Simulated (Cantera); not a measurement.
## CuF2 + O2 + N2 (halide evaporation, hydrolysis and transport)

Feed: 1 mol CuF2, 0.046 mol O2, 1.6 mol N2.

These are equilibrium values from Cantera (NASA tables, ideal gas, pure condensed phases), not measurements of a reactor. Candidate condensed phases: Cu, CuF2, CuO, Cu2O; 22 gas species. Rates play no part.

**Question.** Map the stable condensed phases over T = 677, 777, 877, 977, 1077, 1177, 1277, 1377, 1477, 1577, 1677, 1777, 1877 °C and P in Pa = 0.10, 0.46, 2.2, 10, 46, 220, 1000, 4600, 22000, 100000.

**Answer.** 
```
T in °C \ P in Pa
           0.10   0.46    2.2     10     46    220   1000   4600  22000 100000
   1877       A      A      A      A      A      A      A      A      A      A
   1777       A      A      A      A      A      A      A      A      A      A
   1677       A      A      A      A      A      A      A      A      A      A
   1577       A      A      A      A      A      A      A      A      A      A
   1477       A      A      A      A      A      A      A      A      A      B
   1377       A      A      A      A      A      A      A      A      A      B
   1277       A      A      A      A      A      A      A      A      B      B
   1177       A      A      A      A      A      A      A      A      B      B
   1077       A      A      A      A      A      A      A      B      B      B
    977       A      A      A      A      A      A      B      B      B      B
    877       A      A      A      A      A      B      B      B      B      B
    777       A      A      A      A      B      B      B      B      B      B
    677       A      A      B      B      B      B      B      B      B      B
```
A: gas only; B: CuF2.
